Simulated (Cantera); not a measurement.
Transport properties of process gases

Gas mixture: 100 % CH3OH, at 1.00 bar, frozen composition.

Cantera's kinetic-theory transport with the Lennard-Jones parameters of GRI-Mech 3.0, ideal gas; thermal conductivity in the multicomponent form. Polar gases are described roughly by these parameters. The composition is frozen, though it would react at the higher temperatures.

```json
[
 {"T (K)": "400", "ρ (kg/m³)": "0.963", "cp (J/kg/K)": "1604", "μ (µPa s)": "13.1", "λ (mW/m/K)": "28.1", "Pr": "0.748", "D (cm²/s) OH": "0.416", "D (cm²/s) C2H2": "0.206", "D (cm²/s) H2O": "0.276"},
 {"T (K)": "650", "ρ (kg/m³)": "0.593", "cp (J/kg/K)": "2212", "μ (µPa s)": "21.3", "λ (mW/m/K)": "62.7", "Pr": "0.750", "D (cm²/s) OH": "0.995", "D (cm²/s) C2H2": "0.517", "D (cm²/s) H2O": "0.727"},
 {"T (K)": "900", "ρ (kg/m³)": "0.428", "cp (J/kg/K)": "2643", "μ (µPa s)": "28.6", "λ (mW/m/K)": "101", "Pr": "0.751", "D (cm²/s) OH": "1.75", "D (cm²/s) C2H2": "0.932", "D (cm²/s) H2O": "1.36"},
 {"T (K)": "1150", "ρ (kg/m³)": "0.335", "cp (J/kg/K)": "2978", "μ (µPa s)": "35.2", "λ (mW/m/K)": "139", "Pr": "0.751", "D (cm²/s) OH": "2.66", "D (cm²/s) C2H2": "1.43", "D (cm²/s) H2O": "2.14"},
 {"T (K)": "1400", "ρ (kg/m³)": "0.275", "cp (J/kg/K)": "3214", "μ (µPa s)": "41.1", "λ (mW/m/K)": "176", "Pr": "0.751", "D (cm²/s) OH": "3.70", "D (cm²/s) C2H2": "2.02", "D (cm²/s) H2O": "3.05"},
 {"T (K)": "1650", "ρ (kg/m³)": "0.234", "cp (J/kg/K)": "3388", "μ (µPa s)": "46.5", "λ (mW/m/K)": "210", "Pr": "0.750", "D (cm²/s) OH": "4.87", "D (cm²/s) C2H2": "2.67", "D (cm²/s) H2O": "4.08"}
]
```
D: mixture-averaged diffusion coefficient of that species in the mixture.
